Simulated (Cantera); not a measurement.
## Premixed flame

A freely propagating, adiabatic, planar premixed flame of 20.7 % CO, 0.950 % H₂, 14.8 % O₂, 63.6 % N₂, equivalence ratio 0.73, unburnt at 625 K and 100000 Pa; mixture-averaged transport, grid criteria slope 0.08 and curve 0.16, no radiation.

Detailed kinetics in Cantera: GRI-Mech 3.0 (53 species, 325 reactions). Burning velocities carry a grid error of a few per cent, more on coarse grids.

```csv
z (mm),T (K),u (m/s),x CO,x H₂,x O₂,x OH,x NO,x H₂O
-3.43,625,0.805,0.207,0.00949,0.148,<1e-8,<1e-8,1.08e-8
-2.29,625,0.805,0.207,0.00943,0.148,<1e-8,<1e-8,2.48e-7
-1.72,625,0.805,0.207,0.00930,0.148,<1e-8,<1e-8,1.52e-6
-1.14,626,0.805,0.207,0.00892,0.148,<1e-8,<1e-8,1.39e-5
-0.572,647,0.831,0.206,0.00737,0.148,1.03e-7,2.06e-8,0.000383
-0.286,816,1.04,0.194,0.00519,0.142,7.05e-5,4.45e-7,0.00268
0,1205,1.51,0.151,0.00180,0.117,0.000603,3.56e-6,0.00682
0.286,1495,1.83,0.102,0.000526,0.0881,0.00140,1.22e-5,0.00673
0.572,1662,2.01,0.0747,0.000484,0.0739,0.00200,2.30e-5,0.00568
1.14,1828,2.18,0.0561,0.000479,0.0660,0.00252,4.08e-5,0.00620
2.29,1968,2.32,0.0436,0.000383,0.0617,0.00261,6.82e-5,0.00746
4.58,2078,2.43,0.0321,0.000273,0.0575,0.00240,0.000122,0.00830
9.16,2160,2.51,0.0226,0.000185,0.0538,0.00208,0.000231,0.00885
```
x: mole fraction of selected species; z is measured from the peak of heat release.

laminar burning velocity: 80.5 cm/s
thermal thickness: 1.14 mm
peak x(OH): 0.00263
grid points: 120
